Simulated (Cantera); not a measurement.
An isothermal, constant-pressure homogeneous reactor starts with NH3 : H2 = 1 : 0.13 (molar parts), at 1975 K and 0.0240 bar. Integrator tolerance rtol = 1e-08.

Model: the gas-phase N/H chemistry of the illustrative SiF4/NH3 mechanism in the Surface Chemkin manual (1991), integrated in Cantera. Walls and surfaces, which speed up NH3 decomposition in real reactors, are not modelled.

```json
[
 {"quantity": "x(NH3) at 3.00 s", "before": "0.0753 (gas-phase equilibrium 1.60e-7)", "after": "4.12e-5 (gas-phase equilibrium 1.23e-7)"},
 {"quantity": "x(H2) at 3.00 s", "before": "0.709 (gas-phase equilibrium 0.758)", "after": "0.753 (gas-phase equilibrium 0.747)"},
 {"quantity": "x(H) at 3.00 s", "before": "0.000769 (gas-phase equilibrium 0.00774)", "after": "0.0137 (gas-phase equilibrium 0.0204)"},
 {"quantity": "x(N2) at 3.00 s", "before": "0.215 (gas-phase equilibrium 0.234)", "after": "0.233 (gas-phase equilibrium 0.232)"},
 {"quantity": "x(N2H2) at 3.00 s", "before": "4.13e-7 (gas-phase equilibrium <1e-12)", "after": "9.66e-11 (gas-phase equilibrium <1e-12)"},
 {"quantity": "x(N) at 3.00 s", "before": "1.04e-6 (gas-phase equilibrium 1.95e-9)", "after": "1.49e-6 (gas-phase equilibrium 1.53e-8)"}
]
```

Q: Name the change that produced these shifts.
(A) pressure from 0.0240 bar to 0.133 bar
(B) temperature 1975 to 2125 K
(C) temperature 1975 to 1275 K
(D) temperature 1975 to 2100 K

A: B, temperature 1975 to 2125 K
